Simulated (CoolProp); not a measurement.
R1234ze(E) along the isotherm 386.5 K: density (kg/m³) from the reference equation and from simpler models built on Tc = 382.5 K, pc = 3.635 MPa, ω = 0.313; each cubic takes its own stable root.

Model: reference Helmholtz-energy equation of state, Thol 2016, in CoolProp.

```csv
p (MPa),phase,reference
1.88,gas,83.43
3.75,supercritical,310.6
5.62,supercritical,794.5
7.5,supercritical,857.1
9.38,supercritical,896.0
11.2,supercritical,924.2
13.1,supercritical,948.0
15,supercritical,968.0
```

Task: How far does each simpler model (ideal gas, van der Waals, Redlich-Kwong, Soave-Redlich-Kwong, Peng-Robinson) lie from the reference over these 8 states: mean and median of the absolute difference, and the worst?

Result: 
- ideal gas: mean 54.6 %, median 57.1 %, worst -74.9 % at 386.5 K and 5.62 MPa
- van der Waals: mean 22.4 %, median 28.6 %, worst -30.2 % at 386.5 K and 5.62 MPa
- Redlich-Kwong: mean 9.4 %, median 10.8 %, worst -16.7 % at 386.5 K and 5.62 MPa
- Soave-Redlich-Kwong: mean 10.4 %, median 11.1 %, worst -17.6 % at 386.5 K and 5.62 MPa
- Peng-Robinson: mean 2.8 %, median 1.6 %, worst -8.9 % at 386.5 K and 5.62 MPa
